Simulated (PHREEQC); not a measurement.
Make-up at 30 °C: 0.0029 mol Fe2(SO4)3 per kg of water. Closed to the air; pH follows from the charge balance.

All values are PHREEQC results (ion-association model, phreeqc.dat), not measurements.

Each row changes one thing in this solution. This is a speciation only: nothing precipitates in the calculation.

```json
[
 {"case": "as made", "pH": "2.89", "ionic strength (mol/kgw)": "0.0157", "SO4-2 (mol/kgw)": "0.00416", "FeSO4+ (mol/kgw)": "0.00370", "FeOH+2 (mol/kgw)": "0.00116", "HSO4- (mol/kgw)": "0.000402", "SI of Goethite (FeOOH)": "+5.87", "SI of Hematite (Fe2O3)": "+13.78"},
 {"case": "temperature from 30 to 85 °C", "pH": "2.66", "ionic strength (mol/kgw)": "0.0173", "SO4-2 (mol/kgw)": "0.00396", "FeSO4+ (mol/kgw)": "0.00188", "FeOH+2 (mol/kgw)": "0.00218", "HSO4- (mol/kgw)": "0.00261", "SI of Goethite (FeOOH)": "+6.10", "SI of Hematite (Fe2O3)": "+14.43"},
 {"case": "0.0003 mol/kgw NaBF4 added", "pH": "2.84", "ionic strength (mol/kgw)": "0.0173", "SO4-2 (mol/kgw)": "0.00459", "FeSO4+ (mol/kgw)": "0.00320", "FeOH+2 (mol/kgw)": "0.000831", "HSO4- (mol/kgw)": "0.000494", "SI of Goethite (FeOOH)": "+5.61", "SI of Hematite (Fe2O3)": "+13.26"},
 {"case": "Fe2(SO4)3 from 0.0029 to 0.00261 mol/kgw", "pH": "2.90", "ionic strength (mol/kgw)": "0.0144", "SO4-2 (mol/kgw)": "0.00384", "FeSO4+ (mol/kgw)": "0.00326", "FeOH+2 (mol/kgw)": "0.00110", "HSO4- (mol/kgw)": "0.000365", "SI of Goethite (FeOOH)": "+5.88", "SI of Hematite (Fe2O3)": "+13.80"},
 {"case": "0.00019 mol/kgw CO2 added", "pH": "2.89", "ionic strength (mol/kgw)": "0.0157", "SO4-2 (mol/kgw)": "0.00416", "FeSO4+ (mol/kgw)": "0.00370", "FeOH+2 (mol/kgw)": "0.00116", "HSO4- (mol/kgw)": "0.000402", "SI of Goethite (FeOOH)": "+5.87", "SI of Hematite (Fe2O3)": "+13.78"}
]
```

Complexes and solids missing from the database can't appear. Some of these states are supersaturated (in Hematite (slow to form), Goethite (slow to form), for instance). Away from 25 °C the constants follow the database's enthalpies or fits; those with neither stay at their 25 °C values. Real BF4- forms and hydrolyses slowly; the run takes it at equilibrium. Fluoro complexes past AlF4- and FeF3 are missing from the database.
